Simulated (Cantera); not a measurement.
Cantera run:

```python
import numpy as np
import cantera as ct

gas_names = [...]  # 110 gases of nasa_gas.yaml made of C, H, O
cond_names = """
    C(gr) C6H6(L) C7H8(L) C8H18(L),n-octa H2O(s) H2O(L)
""".split()


# ... load() reads the species with a 1 bar reference pressure and builds the phases ...
atoms = {
    'C2H4': {'C': 2, 'H': 4},
    'H2O': {'H': 2, 'O': 1},
}
top_T = {'C(gr)': 4500}  # K; cautious upper limits of use, not melting points


# ... equilibrate(T, P, feed) seeds the gas with the atoms and calls Mixture.equilibrate('TP', solver="vcs", rtol=1e-11, max_steps=5000) ...
results = []
feed = {'C2H4': 1, 'H2O': 0.14}  # mol
P = 520  # Pa
for T in [598, 798, 998, 1198, 1398, 1598, 1798, 1998, 2198, 2398, 2598, 2798, 2998]:
    mix = equilibrate(T, P, feed)
    results.append((T, P, feed, dict(zip(mix.species_names, mix.species_moles))))
    x = sorted(zip(gas.X, gas.species_names), reverse=True)
    print(f"T = {T:g} K  P = {P:g} Pa  gas = {mix.phase_moles(0):.4g} mol")
    print("   x: " + "  ".join(f"{s} {v:.3e}" for v, s in x if v > 1e-06))
    print("   condensed (mol): " + ("  ".join(f"{mix.phase(i).name} {mix.phase_moles(i):.4g}"
          for i in range(1, mix.n_phases) if mix.phase_moles(i) > 1e-12) or "none"))
```

Output:

```
T = 598 K  P = 520 Pa  gas = 1.73 mol
   x: H2 6.813e-01  CH4 2.407e-01  H2O 7.407e-02  CO2 2.956e-03  CO 9.371e-04
   condensed (mol): C(gr) 1.577
T = 798 K  P = 520 Pa  gas = 2.248 mol
   x: H2 9.330e-01  CO 5.289e-02  H2O 6.319e-03  CH4 6.287e-03  CO2 1.533e-03
   condensed (mol): C(gr) 1.864
T = 998 K  P = 520 Pa  gas = 2.279 mol
   x: H2 9.381e-01  CO 6.129e-02  CH4 4.465e-04  H2O 1.221e-04  CO2 1.155e-05
   condensed (mol): C(gr) 1.859
T = 1198 K  P = 520 Pa  gas = 2.28 mol
   x: H2 9.385e-01  CO 6.140e-02  CH4 7.346e-05  H2O 7.955e-06  H 2.554e-06
   condensed (mol): C(gr) 1.86
T = 1398 K  P = 520 Pa  gas = 2.28 mol
   x: H2 9.385e-01  CO 6.140e-02  H 6.357e-05  CH4 2.001e-05  C2H2,acetylene 2.300e-06  H2O 1.135e-06
   condensed (mol): C(gr) 1.86
T = 1598 K  P = 520 Pa  gas = 2.281 mol
   x: H2 9.379e-01  CO 6.138e-02  H 7.148e-04  C2H2,acetylene 2.526e-05  CH4 7.531e-06
   condensed (mol): C(gr) 1.86
T = 1798 K  P = 520 Pa  gas = 2.285 mol
   x: H2 9.339e-01  CO 6.126e-02  H 4.718e-03  C2H2,acetylene 1.611e-04  CH4 3.513e-06
   condensed (mol): C(gr) 1.859
T = 1998 K  P = 520 Pa  gas = 2.305 mol
   x: H2 9.172e-01  CO 6.075e-02  H 2.131e-02  C2H2,acetylene 6.953e-04  CH4 1.867e-06
   condensed (mol): C(gr) 1.857
T = 2198 K  P = 520 Pa  gas = 2.365 mol
   x: H2 8.667e-01  H 7.189e-02  CO 5.920e-02  C2H2,acetylene 2.197e-03  C2H 6.277e-06  C4H2 2.267e-06  CH3 1.639e-06  CH4 1.031e-06
   condensed (mol): C(gr) 1.85
T = 2398 K  P = 520 Pa  gas = 2.518 mol
   x: H2 7.499e-01  H 1.892e-01  CO 5.559e-02  C2H2,acetylene 5.180e-03  C2H 7.486e-05  C3 1.823e-05  C4H2 1.472e-05  C 7.416e-06  C2H2,vinylidene 2.816e-06  CH3 2.421e-06  C2 1.648e-06  CH2 1.225e-06
   condensed (mol): C(gr) 1.833
T = 2598 K  P = 520 Pa  gas = 2.838 mol
   x: H2 5.493e-01  H 3.913e-01  CO 4.934e-02  C2H2,acetylene 8.839e-03  C2H 5.520e-04  C3 4.138e-04  C 1.170e-04  C4H2 5.893e-05  C2 3.885e-05  C2H2,vinylidene 9.474e-06  CH 6.042e-06  CH2 3.842e-06  CH3 2.532e-06  C5 1.857e-06
   condensed (mol): C(gr) 1.802
T = 2798 K  P = 520 Pa  gas = 3.367 mol
   x: H 6.274e-01  H2 3.101e-01  CO 4.158e-02  C2H2,acetylene 1.028e-02  C3 5.925e-03  C2H 2.615e-03  C 1.240e-03  C2 5.783e-04  C4H2 1.417e-04  C5 5.626e-05  CH 3.195e-05  C2H2,vinylidene 1.963e-05  C4 1.081e-05  CH2 7.516e-06  C6H2 2.066e-06  CH3 1.662e-06
   condensed (mol): C(gr) 1.702
T = 2998 K  P = 520 Pa  gas = 4.199 mol
   x: H 7.550e-01  H2 1.204e-01  C3 5.873e-02  CO 3.334e-02  C 9.563e-03  C2H 8.002e-03  C2H2,acetylene 7.444e-03  C2 5.964e-03  C5 1.068e-03  C4 1.973e-04  C4H2 1.921e-04  CH 1.078e-04  C2H2,vinylidene 2.336e-05  CH2 8.535e-06  C6H2 5.258e-06
   condensed (mol): C(gr) 0.8703
```

Cantera equilibrium calculation (NASA polynomials, part measured and part estimated; ideal gas, pure solids and liquids).
